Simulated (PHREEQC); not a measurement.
0.027 g of hydrous ferric oxide (600 m²/g; 0.2 weak and 0.005 strong sites per Fe, Dzombak-Morel constants, diffuse double layer) in 1 kg of water with 0.001 mol/kgw of an inert sodium salt and 0.016 mmol/kgw CuSO4, at 25 °C; the pH is set by adding NaOH or the inert anion's acid. O2 is buffered at 0.21 atm. No CO2 enters from the air. Nothing may precipitate in this run.

Base run: PHREEQC, ion-association model, wateq4f.dat. Each further column changes one thing. The table gives Cu sorbed (%).

| pH | base | no electrostatic term (-no_edl) | background salt from 0.001 to 0.0001 mol/kgw | oxide from 0.027 to 0.14 g/kgw | 2.2e-05 mol/kgw NaH2PO4 added |
|---|---|---|---|---|---|
| 3 | 0.0 | 0.0 | 0.0 | 0.0 | 0.0 |
| 3.5 | 0.0 | 0.1 | 0.0 | 0.2 | 0.1 |
| 4 | 0.4 | 0.6 | 0.4 | 1.3 | 0.5 |
| 4.5 | 2.9 | 4.3 | 2.9 | 8.3 | 3.5 |
| 5 | 10.7 | 16.4 | 10.9 | 32.7 | 11.7 |
| 5.5 | 30.5 | 52.8 | 31.2 | 69.9 | 34.7 |
| 6 | 64.9 | 89.7 | 65.6 | 93.9 | 75.6 |
| 6.5 | 87.0 | 98.5 | 87.3 | 99.0 | 95.4 |
| 7 | 93.4 | 99.5 | 93.2 | 99.7 | 98.8 |
| 7.5 | 93.7 | 99.4 | 93.5 | 99.8 | 99.1 |
| 8 | 93.5 | 98.7 | 93.3 | 99.8 | 98.9 |
| 8.5 | 93.3 | 95.6 | 93.2 | 99.8 | 98.2 |
| 9 | 93.1 | 82.7 | 93.1 | 99.8 | 96.6 |

The database's constant for dissolved Cu(OH)2 is higher than later reviews accept. The oxide is taken as insoluble; below pH 4 it would dissolve. H3PO4, which wateq4f.dat lacks, is added to it with the constant of phreeqc.dat. The database has no phosphate complexes of Cu.
